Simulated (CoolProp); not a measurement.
Vapour-liquid equilibrium of toluene (1) + n-octane (2) at 565 kPa; x and y are mole fractions of (1).

Computed with CoolProp (multi-fluid Helmholtz-energy mixture model, Lemmon 2006 and Beckmüller 2019; pair parameters Bell 2016).

| x | bubble temperature (K) | y at the bubble point | dew temperature at overall composition x (K) | liquid density (mol/L) |
|---|---|---|---|---|
| 0.05 | 472.9 | 0.071 | 473.4 | 4.736 |
| 0.15 | 470.1 | 0.202 | 471.2 | 4.952 |
| 0.25 | 467.6 | 0.319 | 469.1 | 5.181 |
| 0.35 | 465.5 | 0.425 | 467.0 | 5.424 |
| 0.45 | 463.6 | 0.522 | 465.0 | 5.685 |
| 0.55 | 462.0 | 0.612 | 463.1 | 5.966 |
| 0.65 | 460.6 | 0.698 | 461.4 | 6.269 |
| 0.75 | 459.5 | 0.782 | 459.9 | 6.597 |
| 0.85 | 458.6 | 0.867 | 458.8 | 6.955 |
| 0.95 | 458.0 | 0.954 | 458.0 | 7.346 |

No azeotrope shows between x = 0.05 and 0.95.

The pair parameters rest on a limited set of measurements; away from them the model extrapolates.
